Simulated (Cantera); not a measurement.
A Cantera script and its output.

```python
import numpy as np
import cantera as ct

gas = ct.Solution("h2o2.yaml")
gas.TPX = 623, 13332, {'H2': 1, 'O2': 0.263, 'N2': 0.989}
flame = ct.FreeFlame(gas, width=0.16)
flame.set_refine_criteria(ratio=3, slope=0.08, curve=0.16)
flame.transport_model = "mixture-averaged"
flame.solve(loglevel=0, auto=True)
z, T = flame.grid, flame.T
thick = (T[-1] - T[0]) / np.gradient(T, z).max()
show = ['H2', 'O2', 'H2O', 'OH', 'O', 'H']
print(f"laminar burning velocity  {flame.velocity[0] * 100:.3f} cm/s")
print(f"burnt temperature         {T[-1]:.1f} K")
print(f"thermal thickness         {thick * 1e3:.4f} mm")
print(f"grid points               {len(z)}")
z0 = z[flame.heat_release_rate.argmax()]
print(f"{'z/mm':>9s}{'T/K':>9s}{'u/(m/s)':>9s}" + "".join(f"{s:>11s}" for s in show))
rows = []
for k in (-3, -2, -1.5, -1, -0.5, -0.25, 0, 0.25, 0.5, 1, 2, 4, 8):
    zz = z0 + k * thick
    rows.append([k * thick, np.interp(zz, z, T), np.interp(zz, z, flame.velocity),
                 *(np.interp(zz, z, flame.X[gas.species_index(s)]) for s in show)])
    print(f"{rows[-1][0] * 1e3:9.3f}{rows[-1][1]:9.1f}{rows[-1][2]:9.3f}" + "".join(f"{x:11.3e}" for x in rows[-1][3:]))
```

Result:

```
laminar burning velocity  743.112 cm/s
burnt temperature         2300.2 K
thermal thickness         6.2478 mm
grid points               134
     z/mm      T/K  u/(m/s)         H2         O2        H2O         OH          O          H
  -18.744    623.0    7.431  4.440e-01  1.168e-01  1.743e-14  3.905e-17  5.228e-16  4.303e-14
  -12.496    623.0    7.431  4.440e-01  1.168e-01  2.095e-12  1.489e-14  1.876e-13  1.760e-11
   -9.372    623.0    7.431  4.440e-01  1.168e-01  1.714e-10  1.999e-12  2.343e-11  2.512e-09
   -6.248    623.0    7.431  4.440e-01  1.168e-01  6.726e-08  1.165e-09  5.842e-09  7.401e-07
   -3.124    633.2    7.544  4.422e-01  1.166e-01  6.892e-04  2.542e-05  1.139e-05  7.032e-04
   -1.562    751.0    8.860  4.173e-01  1.125e-01  1.185e-02  2.327e-04  2.992e-04  1.357e-02
    0.000   1113.8   12.829  2.656e-01  6.114e-02  1.178e-01  2.291e-03  5.226e-03  9.440e-02
    1.562   1352.6   15.433  1.642e-01  6.612e-03  2.240e-01  3.809e-03  4.092e-03  1.383e-01
    3.124   1441.9   16.352  1.623e-01  2.482e-03  2.335e-01  4.462e-03  3.308e-03  1.322e-01
    6.248   1549.4   17.435  1.710e-01  1.994e-03  2.355e-01  5.410e-03  3.152e-03  1.175e-01
   12.496   1675.5   18.676  1.816e-01  1.656e-03  2.380e-01  6.314e-03  2.802e-03  9.977e-02
   24.991   1810.6   19.968  1.924e-01  1.235e-03  2.415e-01  6.851e-03  2.223e-03  8.087e-02
   49.983   1939.9   21.171  2.023e-01  8.293e-04  2.457e-01  6.772e-03  1.567e-03  6.289e-02
```

Detailed kinetics in Cantera: the H2/O2 subset of GRI-Mech 3.0, which has no nitrogen chemistry. Burning velocities carry a grid error of a few per cent, more on coarse grids.
